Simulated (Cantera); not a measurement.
Input: 1 mol MgCO₃, 0.12 mol O₂, 0.17 mol CO₂, 0.91 mol SO₃, held at 850 °C and 0.0133 bar.

These are equilibrium values from Cantera (NASA tables, ideal gas, pure condensed phases), not measurements of a reactor. Candidate condensed phases: C, Mg, MgCO₃, MgO, MgS, MgSO₄, S; 26 gas species. Kinetics and transport are ignored.

Base state: CO₂ 0.443, SO₂ 0.335, O₂ 0.213, SO₃ 0.00894 (mole fractions); condensed: MgO(s).

**Question.** What changes in the equilibrium state with this change: 0.053 mol NH₃ added?

**Answer.** 
```tsv
species	before	after
CO₂	0.443	0.432
SO₂	0.335	0.327
O₂	0.213	0.193
H₂O	0	0.0293
N₂	0	0.00977
NO	0	1.12e-5
SO₃	0.00894	0.00831
MgO(s), mol	1.00	1.00
```
Further candidate phases: C₆H₆, C₇H₈, C₈H₁₈, H₂O, H₂SO₄, Mg(OH)₂.
